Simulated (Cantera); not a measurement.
An isothermal, constant-pressure homogeneous reactor starts with N₂O : H₂O = 1 : 0.015 (molar parts), at 1300 K and 15000 Pa.

Computed with Cantera and GRI-Mech 3.0 (53 species, 325 reactions). GRI-Mech 3.0 was tuned for natural gas; its chemistry of N2O as a main component is partial and can be far from experiment. The mechanism lacks the step 2 NO + O2 → 2 NO2, which can matter for NO2 below about 1400 K. The temperature is held fixed by assumption; the heat of reaction is taken as removed at once.

**Question.** Predict: x(N₂O) at 9.00 s; x(H₂O) at 9.00 s; x(H₂) at 9.00 s; x(H) at 9.00 s; x(NO) at 9.00 s; x(NO₂) at 9.00 s; x(N₂) at 9.00 s.

**Answer.** 
```
Property                                            Result
----------------  ----------------------------------------
x(N₂O) at 9.00 s    0.0107 (gas-phase equilibrium 1.07e-8)
x(H₂O) at 9.00 s   0.00995 (gas-phase equilibrium 0.00990)
x(H₂) at 9.00 s    2.40e-8 (gas-phase equilibrium 3.89e-9)
x(H) at 9.00 s    2.76e-9 (gas-phase equilibrium 1.79e-10)
x(NO) at 9.00 s    0.0802 (gas-phase equilibrium 0.000456)
x(NO₂) at 9.00 s  0.000175 (gas-phase equilibrium 2.39e-6)
x(N₂) at 9.00 s        0.613 (gas-phase equilibrium 0.660)
```
